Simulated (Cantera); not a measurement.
A diamond (100) surface in a fixed gas of H2 with x(CH4) = 0.0022, x(H) = 0.0011, x(CH3) = 1.2e-05, 22.5 Torr; coverages are run to steady state.

Detailed kinetics in Cantera: the Harris–Goodwin 1993 mechanism for the reconstructed diamond (100) surface.

One state of this run: growth (µm/h) = 0.0328; θ c6HH = 0.439; θ c6H* = 0.0422; θ c6*H = 0.491; θ c6** = 0.0268; θ c6HM = 4.08e-5. θ: site fractions in the mechanism's names (c6HH fully hydrogenated, c6H* and c6*H radical sites, c6** diradical, c6HM methylated).

Which value of T (K) does it belong to?
A) 1100
B) 1025
C) 1325
D) 1250

D, 1250
